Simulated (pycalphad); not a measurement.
All values are pycalphad results on the COST 507 light-alloy database (1999) (1 atm), not direct measurements. No gas phase is included, though pure Mg would boil below 1377 °C. The data set is of 1999 and partly superseded. Kinetics are ignored, which matters at the lower temperatures.

Molar enthalpy of Mg-1.85Al-0.85Si (at.%) in equilibrium (SER reference):

```
T (°C)  H (kJ/mol)                       phases
------  ----------  ---------------------------
1377         50.76                       LIQUID
1302         48.20                       LIQUID
1227         45.63                       LIQUID
1152         43.07                       LIQUID
1077         40.50                       LIQUID
1002         37.94                       LIQUID
927          35.37                       LIQUID
852          32.81                       LIQUID
777          30.24                       LIQUID
702          27.68                       LIQUID
677          26.82                       LIQUID
652          25.97                       LIQUID
627          22.83              LIQUID + HCP_A3
602          15.78               HCP_A3 + MG2SI
577          15.00               HCP_A3 + MG2SI
552          14.23               HCP_A3 + MG2SI
477          11.96               HCP_A3 + MG2SI
402           9.76               HCP_A3 + MG2SI
327           7.62               HCP_A3 + MG2SI
252           5.55               HCP_A3 + MG2SI
177           3.52               HCP_A3 + MG2SI
102           1.44  HCP_A3 + MG2SI + ALMG_GAMMA
```

Cooling from 652 °C to 602 °C, across the freezing range, releases 10.2 kJ/mol, or 418 J/g. The slope is 34 J/(mol K) in the liquid and 31 J/(mol K) just below the solidus, where it includes any heat of precipitation. Liquidus 632 °C, solidus 602 °C. Changes were sought between steps of 25 K, so a narrower field can be missed.

Database names, with the compositions (at.%) that they take in these runs: MG2SI: Mg 67 Si 33; ALMG_GAMMA: Mg 59 Al 41. HCP_A3 is hcp.
